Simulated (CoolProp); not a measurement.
Vapour-liquid equilibrium of ethanol (1) + toluene (2) at 451.6 K; x and y are mole fractions of (1).

Computed with CoolProp (multi-fluid Helmholtz-energy mixture model, Schroeder 2014 and Lemmon 2006; pair parameters Bell 2016).

```json
[
 {"x": "0.05", "bubble pressure, mixture model (MPa)": "0.7092", "bubble pressure, Raoult's law (MPa)": "0.5724", "y, mixture model": "0.290", "y, Raoult's law": "0.167"},
 {"x": "0.125", "bubble pressure, mixture model (MPa)": "0.9520", "bubble pressure, Raoult's law (MPa)": "0.6785", "y, mixture model": "0.479", "y, Raoult's law": "0.353"},
 {"x": "0.2", "bubble pressure, mixture model (MPa)": "1.131", "bubble pressure, Raoult's law (MPa)": "0.7845", "y, mixture model": "0.572", "y, Raoult's law": "0.488"},
 {"x": "0.275", "bubble pressure, mixture model (MPa)": "1.264", "bubble pressure, Raoult's law (MPa)": "0.8905", "y, mixture model": "0.629", "y, Raoult's law": "0.592"},
 {"x": "0.35", "bubble pressure, mixture model (MPa)": "1.368", "bubble pressure, Raoult's law (MPa)": "0.9966", "y, mixture model": "0.669", "y, Raoult's law": "0.673"},
 {"x": "0.425", "bubble pressure, mixture model (MPa)": "1.453", "bubble pressure, Raoult's law (MPa)": "1.103", "y, mixture model": "0.702", "y, Raoult's law": "0.738"},
 {"x": "0.5", "bubble pressure, mixture model (MPa)": "1.527", "bubble pressure, Raoult's law (MPa)": "1.209", "y, mixture model": "0.731", "y, Raoult's law": "0.792"},
 {"x": "0.575", "bubble pressure, mixture model (MPa)": "1.595", "bubble pressure, Raoult's law (MPa)": "1.315", "y, mixture model": "0.761", "y, Raoult's law": "0.838"},
 {"x": "0.65", "bubble pressure, mixture model (MPa)": "1.659", "bubble pressure, Raoult's law (MPa)": "1.421", "y, mixture model": "0.792", "y, Raoult's law": "0.876"},
 {"x": "0.725", "bubble pressure, mixture model (MPa)": "1.721", "bubble pressure, Raoult's law (MPa)": "1.527", "y, mixture model": "0.827", "y, Raoult's law": "0.910"},
 {"x": "0.8", "bubble pressure, mixture model (MPa)": "1.780", "bubble pressure, Raoult's law (MPa)": "1.633", "y, mixture model": "0.866", "y, Raoult's law": "0.939"},
 {"x": "0.875", "bubble pressure, mixture model (MPa)": "1.836", "bubble pressure, Raoult's law (MPa)": "1.739", "y, mixture model": "0.911", "y, Raoult's law": "0.964"},
 {"x": "0.95", "bubble pressure, mixture model (MPa)": "1.886", "bubble pressure, Raoult's law (MPa)": "1.845", "y, mixture model": "0.962", "y, Raoult's law": "0.986"}
]
```

The largest gap from Raoult's law is +44.2 % in bubble pressure, at x = 0.2. No azeotrope shows between x = 0.05 and 0.95.

The pair parameters rest on a limited set of measurements; away from them the model extrapolates.
